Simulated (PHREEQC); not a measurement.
Make-up at 25 °C: 0.016 mol CdCl2 per kg of water. Closed to the air; pH follows from the charge balance.

All values are PHREEQC results (ion-association model, wateq4f.dat), not measurements.

Each row changes one thing in this solution. This is a speciation only: nothing precipitates in the calculation.

```csv
case,pH,ionic strength (mol/kgw),Cl- (mol/kgw),CdCl+ (mol/kgw),Cd+2 (mol/kgw),CdCl2 (mol/kgw),SI of CdOHCl (CdOHCl)
as made,5.77,0.0300,0.0227,0.00817,0.00727,0.000551,-1.89
CdCl2 from 0.016 to 0.024 mol/kgw,5.68,0.0413,0.0320,0.0135,0.00927,0.00122,-1.77
temperature from 25 to 75 °C,5.43,0.0293,0.0223,0.00836,0.00699,0.000630,-1.51
CdCl2 from 0.016 to 0.032 mol/kgw,5.62,0.0517,0.0407,0.0189,0.0109,0.00211,-1.69
CdCl2 from 0.016 to 0.08 mol/kgw,5.43,0.104,0.0857,0.0514,0.0174,0.0106,-1.47
```

Away from 25 °C the constants follow the database's enthalpies or fits; those with neither stay at their 25 °C values.
